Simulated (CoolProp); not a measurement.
Vapour-liquid equilibrium of carbon dioxide (1) + propylene (2) at 1.2 MPa; x and y are mole fractions of (1).

Computed with CoolProp (multi-fluid Helmholtz-energy mixture model, Span 1996 and Lemmon 2013; pair parameters Bell 2016).

```json
[
 {"x": "0.05", "bubble temperature (K)": "289.1", "y at the bubble point": "0.234", "dew temperature at overall composition x (K)": "297.5", "liquid density (mol/L)": "12.60"},
 {"x": "0.2", "bubble temperature (K)": "267.1", "y at the bubble point": "0.620", "dew temperature at overall composition x (K)": "[?]", "liquid density (mol/L)": "14.26"},
 {"x": "0.35", "bubble temperature (K)": "255.6", "y at the bubble point": "0.768", "dew temperature at overall composition x (K)": "[?]", "liquid density (mol/L)": "15.74"},
 {"x": "0.5", "bubble temperature (K)": "249.1", "y at the bubble point": "0.840", "dew temperature at overall composition x (K)": "274.9", "liquid density (mol/L)": "17.26"},
 {"x": "0.65", "bubble temperature (K)": "245.0", "y at the bubble point": "0.886", "dew temperature at overall composition x (K)": "[?]", "liquid density (mol/L)": "19.00"},
 {"x": "0.8", "bubble temperature (K)": "241.8", "y at the bubble point": "0.928", "dew temperature at overall composition x (K)": "252.7", "liquid density (mol/L)": "21.12"},
 {"x": "0.95", "bubble temperature (K)": "239.0", "y at the bubble point": "0.978", "dew temperature at overall composition x (K)": "240.4", "liquid density (mol/L)": "23.84"}
]
```

Task: Complete the blanks.

Result: 
- 0.2, dew temperature at overall composition x (K): 290.7
- 0.35, dew temperature at overall composition x (K): 283.3
- 0.65, dew temperature at overall composition x (K): 264.9

No azeotrope shows between x = 0.05 and 0.95.

The pair parameters rest on a limited set of measurements; away from them the model extrapolates.
